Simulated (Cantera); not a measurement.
Feed: 1 mol CH3SiCl3, 0.031 mol C3H8, 4.1 mol H2, equilibrated at 2525 K and 0.690 bar.

Cantera equilibrium calculation (NASA polynomials, part measured and part estimated; ideal gas, pure solids and liquids). Candidate condensed phases: C, C6H6, C7H8, C8H18, Si, SiC; 109 gas species. The feed counts by its element totals alone. The tables' values for SiCl, SiCl3 are old estimates; treat these amounts as uncertain. Gases not in the tables: Si2H6 and higher silanes. Equilibrium is a limit: real reactors are often held back by kinetics, nucleation or transport.

Base state: H2 0.609, HCl 0.291, SiCl2 0.0508, H 0.0263, Cl 0.00886, C2H2 (acetylene) 0.00731, SiCl 0.00259, Si 0.00210 (mole fractions); condensed: C(graphite) + SiC(s).

Problem. What changes in the equilibrium state with this change: H2 from 4.1 to 49 mol?

Solution. 
```
species             before    after
----------------  --------  -------
H2                   0.609    0.904
HCl                  0.291   0.0511
H                   0.0263   0.0321
SiCl2               0.0508  0.00169
Si                 0.00210  0.00335
SiCl3             0.000851  4.07e-6
SiHCl3             1.62e-5  9.43e-8
C2HCl              4.16e-5  2.88e-6
Cl                 0.00886  0.00128
C(graphite), mol     0.401        0
SiC(s), mol          0.570    0.563
```
The tables' values for SiCl are old estimates; treat these amounts as uncertain.

Problem. What changes in the equilibrium state with this change: CH3SiCl3 replaced by SiHCl3?

Solution. 
| species | before | after |
|---|---|---|
| H2 | 0.609 | 0.611 |
| HCl | 0.291 | 0.220 |
| SiCl2 | 0.0508 | 0.114 |
| C2H2 (acetylene) | 0.00731 | 0.000473 |
| H | 0.0263 | 0.0264 |
| C4H2 | 3.63e-5 | 1.51e-7 |
| Si3 | 6.43e-7 | 3.92e-5 |
| C(graphite), mol | 0.401 | 0 |
| SiC(s), mol | 0.570 | 0.0767 |
| Si(l), mol | 0 | 0.0433 |
Mutual solubility and eutectic melting of coexisting phases are not modelled.
